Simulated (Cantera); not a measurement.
Charge: 1 mol Fe(CO)5, 0.17 mol N2, at 1.70 bar.

Equilibrium computed with Cantera from the NASA thermochemical tables; the gas is ideal and each condensed phase is pure. Candidate condensed phases: C, Fe, Fe(CO)5, FeO, Fe2O3, Fe3O4; 27 gas species. Iron dissolves carbon and melts from about 1420 K in contact with it, which pure phases cannot show. Condensed phases not in the tables: cementite and carbon dissolved in iron. The numbers say what is thermodynamically allowed, not how fast it happens.

**Question.** At 1227 °C, list the 3 most abundant gas species with their mole fractions, and the condensed phases.

**Answer.** CO 0.966, N2 0.0329, CO2 0.00105. Condensed: C(graphite) + Fe(γ).
